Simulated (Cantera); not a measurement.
Source: NASA polynomial tables (part measured, part estimated), evaluated in Cantera. Values are per mole of reaction as written; species without (g) are pure solids or liquids, kept so even where they would boil at 1 bar.

V2O3 + 3 H(g) + NO(g) = 2 VO2(g) + NH3(g), with ΔH° = -37.8 kJ and ΔS° = 69.8 J/K at 300 K.

Question: How far is the shortcut ΔG° ≈ ΔH°(300 K) − T·ΔS°(300 K) from the full temperature-dependent value at 2173, 2223, 2273, 2323, 2373, 2423, 2473, 2523 K?

Answer: 
```
T (K)  shortcut (kJ)  full (kJ)  difference (kJ)  difference in log10 K  condensed phases
-----  -------------  ---------  ---------------  ---------------------  ----------------
2173          -189.5      -15.0           -174.4                   4.19           V2O3(s)
2223          -192.9      -11.3           -181.6                   4.27           V2O3(s)
2273          -196.4       -7.5           -188.9                   4.34           V2O3(s)
2323          -199.9       -3.6           -196.3                   4.41           V2O3(s)
2373          -203.4        2.0           -205.4                   4.52           V2O3(l)
2423          -206.9        8.6           -215.5                   4.65           V2O3(l)
2473          -210.4       15.2           -225.6                   4.76           V2O3(l)
2523          -213.9       21.9           -235.8                   4.88           V2O3(l)
```
The shortcut ignores heat capacities and the phase changes listed.
